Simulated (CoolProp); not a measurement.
Properties of chloromethane (R40) along the isotherm 500 K.

Model: reference Helmholtz-energy equation of state, Thol 2014, in CoolProp.

| p (kPa) | phase | Z | cv (kJ/(kg K)) |
|---|---|---|---|
| 110 | gas | 0.9968 | 0.9298 |
| 195 | gas | 0.9943 | 0.9306 |
| 346 | gas | 0.9899 | 0.9321 |
| 616 | gas | 0.9820 | 0.9347 |
| 1100 | gas | 0.9676 | 0.9394 |
| 1950 | gas | 0.9421 | 0.9478 |
| 3460 | gas | 0.8957 | 0.9631 |
| 6160 | gas | 0.8088 | 0.9907 |
| 11000 | supercritical | 0.6478 | 1.036 |
| 19500 | supercritical | 0.5318 | 1.033 |
| 34600 | supercritical | 0.6860 | 0.9905 |
